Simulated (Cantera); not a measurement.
Feed: 1 mol CH2F2, 0.064 mol F2, at 1125 °C and 7.10 Pa.

Equilibrium computed with Cantera from the NASA thermochemical tables; the gas is ideal and each condensed phase is pure. Candidate condensed phases: C, C6H6, C7H8, C8H18; 95 gas species. Gases not in the tables: C2F6 and larger saturated fluorocarbons. Kinetics and transport are ignored.

Base state: HF 0.984, CF4 0.0156, F 0.000142, CF2 0.000124 (mole fractions); condensed: C(graphite).

Question: What changes in the equilibrium state with this change: F2 from 0.064 to 1.9 mol?

Answer: 
| species | before | after |
|---|---|---|
| HF | 0.984 | 0.678 |
| CF4 | 0.0156 | 0.321 |
| CF2 | 0.000124 | 0.000560 |
| CF3 | 4.01e-6 | 3.87e-5 |
| F | 0.000142 | 0.000301 |
| C(graphite), mol | 0.968 | 0.0494 |
